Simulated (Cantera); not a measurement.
Input (Python, Cantera) and output of one run.

```python
import numpy as np
import cantera as ct

gas_names = [...]  # 109 gases of nasa_gas.yaml made of C, Cl, H, Si
cond_names = """
    C(gr) C6H6(L) C7H8(L) C8H18(L),n-octa Si(cr) Si(L) SiC(b)
""".split()


# ... load() reads the species with a 1 bar reference pressure and builds the phases ...
atoms = {
    'SiHCl3': {'Si': 1, 'H': 1, 'CL': 3},
    'C2H4': {'C': 2, 'H': 4},
    'H2': {'H': 2},
}
top_T = {'C(gr)': 4500, 'SiC(b)': 3050}  # K; cautious upper limits of use, not melting points


# ... equilibrate(T, P, feed) seeds the gas with the atoms and calls Mixture.equilibrate('TP', solver="vcs", rtol=1e-11, max_steps=5000) ...
results = []
feed = {'SiHCl3': 1, 'C2H4': 0.2, 'H2': 1000}  # mol
P = 360  # Pa
for T in [1775, 1825, 1875, 1925, 1975, 2025, 2075, 2125, 2175, 2225]:
    mix = equilibrate(T, P, feed)
    results.append((T, P, feed, dict(zip(mix.species_names, mix.species_moles))))

top = {s: max(r[3][s] / sum(r[3][g] for g in gas_names) for r in results) for s in gas_names}
cols = sorted((s for s in top if top[s] > 0.001), key=lambda s: -top[s])[:5]
seen = [c for c in cond_names if any(r[3].get(c, 0) > 1e-12 for r in results)]
print("log10 of partial pressures in bar; condensed amounts in mol")
print(f"{'T/K':>10s}" + "".join(f"{s[:9]:>10s}" for s in cols + seen))
for T, P, feed, n in results:
    ng = sum(n[g] for g in gas_names)
    print(f"{T:10.4g}" + "".join(f"{np.log10(max(n[s] / ng * P / 1e5, 1e-99)):10.3f}" for s in cols)
          + "".join(f"{n.get(c, 0):10.4g}" for c in seen))
```

Result:

```
log10 of partial pressures in bar; condensed amounts in mol
       T/K        H2         H       HCL    SiC(b)
      1775    -2.447    -4.762    -4.978    0.3951
      1825    -2.448    -4.580    -4.976    0.3915
      1875    -2.450    -4.408    -4.976    0.3755
      1925    -2.452    -4.246    -4.978    0.2916
      1975    -2.455    -4.092    -4.982   0.01504
      2025    -2.459    -3.945    -4.986         0
      2075    -2.465    -3.807    -4.993         0
      2125    -2.472    -3.676    -5.001         0
      2175    -2.481    -3.552    -5.012         0
      2225    -2.492    -3.435    -5.026         0
```

Equilibrium computed with Cantera from the NASA thermochemical tables; the gas is ideal and each condensed phase is pure. Gases not in the tables: Si2H6 and higher silanes.
